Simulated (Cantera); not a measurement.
Feed: 1 mol Cu, 0.31 mol O2, 78 mol H2, held at 14.0 Pa.

These are equilibrium values from Cantera (NASA tables, ideal gas, pure condensed phases), not measurements of a reactor. Candidate condensed phases: Cu, CuO, Cu(OH)2, Cu2O, H2O; 12 gas species. Rates play no part.

### Question
Which condensed phases are stable at each of these points (T (°C)): 900, 925, 950, 975, 1000, 1025, 1050, 1075, 1100, 1125, 1150, 1175, 1200?

### Answer
```csv
T (°C),condensed phases,Cu condensed (%)
900,Cu(s),99.7
925,Cu(s),99.4
950,Cu(s),98.7
975,Cu(s),97.5
1000,Cu(s),95.4
1025,Cu(s),91.6
1050,Cu(s),85.0
1075,Cu(s),73.8
1100,Cu(l),55.7
1125,Cu(l),27.0
1150,gas only,0.0
1175,gas only,0.0
1200,gas only,0.0
```

From 900 °C to 1075 °C the condensed part is Cu(s). From 1100 °C to 1125 °C the condensed part is Cu(l). From 1150 °C to 1200 °C nothing is condensed.
